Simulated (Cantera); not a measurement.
Charge: 1 mol AlN, 1 mol H₂, held at 1.33 mbar.

These are equilibrium values from Cantera (NASA tables, ideal gas, pure condensed phases), not measurements of a reactor. Candidate condensed phases: Al, AlN; 13 gas species. Equilibrium is a limit: real reactors are often held back by kinetics, nucleation or transport.

x: gas mole fraction; n: condensed amount in mol.

```json
[
 {"T (K)": "1723", "x H₂": "0.977", "x Al": "0.0119", "x N₂": "0.00609", "x H": "0.00494", "x AlH": "0.000244", "x Al₂": "(withheld)", "n AlN(s)": "0.988"},
 {"T (K)": "1773", "x H₂": "0.951", "x Al": "0.0274", "x N₂": "0.0140", "x H": "0.00760", "x AlH": "0.000479", "x Al₂": "(withheld)", "n AlN(s)": "0.971"},
 {"T (K)": "1823", "x H₂": "0.897", "x Al": "0.0602", "x N₂": "0.0306", "x H": "0.0112", "x AlH": "0.000892", "x Al₂": "(withheld)", "n AlN(s)": "0.932"},
 {"T (K)": "1873", "x H₂": "0.792", "x Al": "0.127", "x N₂": "0.0641", "x H": "0.0157", "x AlH": "0.00155", "x Al₂": "(withheld)", "n AlN(s)": "0.840"},
 {"T (K)": "1923", "x H₂": "0.592", "x Al": "0.256", "x N₂": "0.129", "x H": "0.0199", "x AlH": "0.00240", "x Al₂": "(withheld)", "n AlN(s)": "0.571"},
 {"T (K)": "1973", "x H₂": "0.383", "x Al": "0.393", "x N₂": "0.198", "x H": "0.0229", "x AlH": "0.00264", "x Al₂": "(withheld)", "n AlN(s)": "0"},
 {"T (K)": "2023", "x H₂": "0.377", "x Al": "0.392", "x N₂": "0.197", "x H": "0.0319", "x AlH": "0.00234", "x Al₂": "(withheld)", "n AlN(s)": "0"},
 {"T (K)": "2073", "x H₂": "0.369", "x Al": "0.390", "x N₂": "0.196", "x H": "0.0437", "x AlH": "0.00207", "x Al₂": "(withheld)", "n AlN(s)": "0"},
 {"T (K)": "2123", "x H₂": "0.358", "x Al": "0.387", "x N₂": "0.194", "x H": "0.0588", "x AlH": "0.00183", "x Al₂": "(withheld)", "n AlN(s)": "0"}
]
```

Question: Complete the blanks.

Answer: 
- 1723, x Al₂: 3.09e-7
- 1773, x Al₂: 1.16e-6
- 1823, x Al₂: 4.06e-6
- 1873, x Al₂: 1.32e-5
- 1923, x Al₂: 4.06e-5
- 1973, x Al₂: 7.26e-5
- 2023, x Al₂: 5.54e-5
- 2073, x Al₂: 4.28e-5
- 2123, x Al₂: 3.33e-5
